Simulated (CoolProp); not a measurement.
Computed with CoolProp (reference Helmholtz-energy equation of state, Thol 2019).

Task: For dodecamethylpentasiloxane (MD3M), give the phase and the Z, cp (kJ/(kg K)), speed of sound (m/s), fugacity coefficient at 75.75 °C and 0.101 MPa; 139.65 °C and 0.101 MPa.

Result: 
- 75.75 °C and 0.101 MPa: liquid; Z 0.0163, cp 1.83, speed of sound 789, fugacity coefficient 0.00302
- 139.65 °C and 0.101 MPa: liquid; Z 0.0150, cp 1.96, speed of sound 612, fugacity coefficient 0.0676
